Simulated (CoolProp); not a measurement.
Vapour-liquid equilibrium of propylene (1) + R125 (2) at 0.0107 MPa; x and y are mole fractions of (1).

Computed with CoolProp (multi-fluid Helmholtz-energy mixture model, Lemmon 2013 and Lemmon 2005; pair parameters Bell 2016).

Task: Give the bubble temperature and the first vapour's composition at x = 0.275, 0.5, 0.65. Is there an azeotrope?

Result: x = 0.275: -91.4 °C, y = 0.498; x = 0.5: -91.8 °C, y = 0.551; x = 0.65: -91.8 °C, y = 0.577. y crosses x between x = 0.5 and 0.575: the model has an azeotrope there.

Pair parameters are fitted to limited data, so mixtures are less certain than the pure fluids.
